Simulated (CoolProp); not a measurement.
A simple Rankine cycle with dimethyl ether: condensing at 300.15 K, boiler at 2.28 MPa, turbine inlet 504.3 K, turbine efficiency 0.8, pump efficiency 0.7, no recuperator. Each further row changes one setting.

Computed with CoolProp (reference Helmholtz-energy equation of state, Wu 2011).

| case | thermal efficiency (%) | net work (kJ/kg) | heat in (kJ/kg) | turbine exit temperature (K) | volume ratio over the turbine |
|---|---|---|---|---|---|
| as stated | 10.7 | 80.4 | 750 | 453.9 | 3.44 |
| turbine inlet 524.3 K | 10.7 | 84.5 | 793 | 473.9 | 3.43 |
| condensing temperature 292.15 K | 12.3 | 94.6 | 769 | 445.6 | 4.29 |
| boiler pressure 1.6 MPa | 8.0 | 60.8 | 758 | 468.3 | 2.44 |
| turbine efficiency 0.7 | 9.3 | 69.9 | 750 | 459.3 | 3.49 |
